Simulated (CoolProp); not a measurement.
A single-stage vapour-compression cycle with isobutene: evaporating at 232.15 K (dew point), condensing at 268.15 K (bubble point), superheat 0 K, subcooling 8 K, compressor efficiency 0.7, no pressure losses. Each further row changes one setting.

Values from CoolProp's reference Helmholtz-energy equation of state, Lemmon 2005. It is a short technical equation, of lower accuracy than the large ones.

```
case                              cooling COP  pressure ratio  discharge temperature (K)  refrigerating effect (kJ/kg)  volumetric capacity (kJ/m³)
--------------------------------  -----------  --------------  -------------------------  ----------------------------  ---------------------------
as stated                                   ?            5.14                      293.7                           362                          228
evaporating temperature 237.15 K         5.08            3.95                      289.2                           368                          295
condensing temperature 263.15 K          4.98            4.22                      286.2                           373                          235
subcooling 13 K                          4.34            5.14                      293.7                           373                          235
superheat 10 K                           4.19            5.14                      304.3                           376                          226
compressor efficiency 0.6                   ?            5.14                          ?                           362                          228
```

**Question.** Some entries are withheld; supply them.

**Answer.** 
- as stated, cooling COP: 4.21
- compressor efficiency 0.6, cooling COP: 3.61
- compressor efficiency 0.6, discharge temperature (K): 302.4
